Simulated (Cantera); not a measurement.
CH2F2 + H2 (fluorocarbon and chlorocarbon gases)

Charge: 1 mol CH2F2, 6 mol H2, held at 14.0 Pa.

Equilibrium computed with Cantera from the NASA thermochemical tables; the gas is ideal and each condensed phase is pure. Candidate condensed phases: C, C6H6, C7H8, C8H18; 110 gas species. Ions and electrons are included (thermal ionisation). Equilibrium is a limit: real reactors are often held back by kinetics, nucleation or transport.

From 3000 K to 5000 K nothing is condensed. The main C-bearing gas is C throughout.

| T (K) | log p H | log p F | log p C | log p HF |
|---|---|---|---|---|
| 3000 | -3.94 | -5.00 | -5.22 | -5.13 |
| 3500 | -3.94 | -4.79 | -5.09 | -6.40 |
| 4000 | -3.94 | -4.78 | -5.08 | -7.51 |
| 4500 | -3.94 | -4.78 | -5.09 | -8.38 |
| 5000 | -3.94 | -4.78 | -5.09 | -9.08 |
log p: log10 of the partial pressure in bar; nothing condenses.
